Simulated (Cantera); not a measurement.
Input: 1 mol C2H5OH, 0.9 mol H2, 5.2 mol N2, held at 800 °C.

Method: chemical equilibrium by Gibbs-energy minimisation in Cantera with the NASA 1993 tables (ideal gas, pure condensed phases). Candidate condensed phases: C, C6H6, C7H8, C8H18, H2O; 136 gas species. The ideal-gas law is rough above about 30 bar. Kinetics and transport are ignored.

Q: What share of the C ends up in condensed phases as a function of P (Pa), at 10, 100, 1000, 10000, 100000, 1000000, 10000000?

A: 
```json
[
 {"P (Pa)": "10", "C condensed (%)": "50.0", "as": "C(graphite)"},
 {"P (Pa)": "100", "C condensed (%)": "50.0", "as": "C(graphite)"},
 {"P (Pa)": "1000", "C condensed (%)": "50.0", "as": "C(graphite)"},
 {"P (Pa)": "10000", "C condensed (%)": "50.0", "as": "C(graphite)"},
 {"P (Pa)": "100000", "C condensed (%)": "49.7", "as": "C(graphite)"},
 {"P (Pa)": "1000000", "C condensed (%)": "45.6", "as": "C(graphite)"},
 {"P (Pa)": "10000000", "C condensed (%)": "32.0", "as": "C(graphite)"}
]
```
